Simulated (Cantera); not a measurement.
A closed system holds: 1 mol CO₂, 0.85 mol H₂, 0.26 mol O₂, at 7130 Torr.

Equilibrium computed with Cantera from the NASA thermochemical tables; the gas is ideal and each condensed phase is pure. Candidate condensed phases: C, C₆H₆, C₇H₈, C₈H₁₈, H₂O; 131 gas species. Ions and electrons are included (thermal ionisation). Equilibrium is a limit: real reactors are often held back by kinetics, nucleation or transport. All values below are at 3250 K.

Base state: H₂O 0.321, CO 0.253, CO₂ 0.228, OH 0.0624, O₂ 0.0505, H₂ 0.0452, H 0.0221, O 0.0182 (mole fractions); condensed: gas only.

Q: What changes in the equilibrium state with this change: H₂ from 0.85 to 0.057 mol?

A: 
| species | before | after |
|---|---|---|
| CO₂ | 0.228 | 0.442 |
| O₂ | 0.0505 | 0.242 |
| CO | 0.253 | 0.224 |
| H₂O | 0.321 | 0.0224 |
| H₂ | 0.0452 | 0.00144 |
| H | 0.0221 | 0.00395 |
| OH | 0.0624 | 0.0243 |
| O | 0.0182 | 0.0399 |
| HO₂ | 6.98e-5 | 5.97e-5 |
